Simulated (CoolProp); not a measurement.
Vapour-liquid equilibrium of cyclohexane (1) + n-octane (2) at 9.68 bar; x and y are mole fractions of (1).

Values from CoolProp's multi-fluid Helmholtz-energy mixture model, Zhou 2014 and Beckmüller 2019; pair parameters Bell 2016.

Give the bubble temperature and the first vapour's composition at x = 0.05, 0.725, 0.95. Is there an azeotrope?

x = 0.05: 229.0 °C, y = 0.082; x = 0.725: 191.9 °C, y = 0.843; x = 0.95: 182.1 °C, y = 0.976. No azeotrope shows between x = 0.05 and 0.95.

Pair parameters are fitted to limited data, so mixtures are less certain than the pure fluids.
